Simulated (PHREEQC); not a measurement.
## Phosphoric acid bath (model solution)

Solution (25 °C): 0.002 mol/kgw KH2PO4, 0.00017 mol/kgw HF and 5.6e-07 mol/kgw H4SiO4. Closed to the air; pH follows from the charge balance.

The numbers come from PHREEQC with the ion-association model, phreeqc.dat.

```
Property                       Result
--------------------  ---------------
pH                               3.95
ionic strength        0.00212 mol/kgw
specific conductance        249 µS/cm
total alkalinity        -0.170 meq/kg
```

| species | molality | activity | log γ |
|---|---|---|---|
| K+ | 0.00200 | 0.00190 | -0.022 |
| H2PO4- | 0.00197 | 0.00187 | -0.022 |
| F- | 0.000147 | 0.000139 | -0.022 |
| H+ | 0.000117 | 0.000112 | -0.021 |
| H3PO4 | 3.08e-5 | 3.08e-5 | 0.000 |
| HF | 2.33e-5 | 2.33e-5 | 0.000 |
| HPO4-2 | 1.27e-6 | 1.04e-6 | -0.087 |
| H4SiO4 | 5.60e-7 | 5.60e-7 | 0.000 |
| HF2- | 1.31e-8 | 1.25e-8 | -0.022 |
| KHPO4- | 4.05e-9 | 3.85e-9 | -0.022 |

No solid was allowed to form. SiF6-2 is the database's only silicon fluoride.
